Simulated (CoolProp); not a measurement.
Properties of water along the isotherm 1000 K (Tc = 647.1 K, pc = 22.06 MPa, ω = 0.344).

Computed with CoolProp (reference Helmholtz-energy equation of state, Wagner 2002).

```tsv
p (MPa)	phase	cv (kJ/(kg K))	isothermal compressibility (1/MPa)
6.67	gas	1.866	0.1526
13.3	gas	1.903	0.07788
20	gas	1.940	0.05271
26.7	supercritical	1.978	0.04015
33.3	supercritical	2.015	0.03268
40	supercritical	2.051	0.02755
46.7	supercritical	2.086	0.02383
53.3	supercritical	2.119	0.02101
60	supercritical	2.151	0.01871
66.7	supercritical	2.180	0.01680
73.3	supercritical	2.207	0.01519
80	supercritical	2.233	0.01377
86.7	supercritical	2.256	0.01252
93.3	supercritical	2.276	0.01141
100	supercritical	2.295	0.01040
```
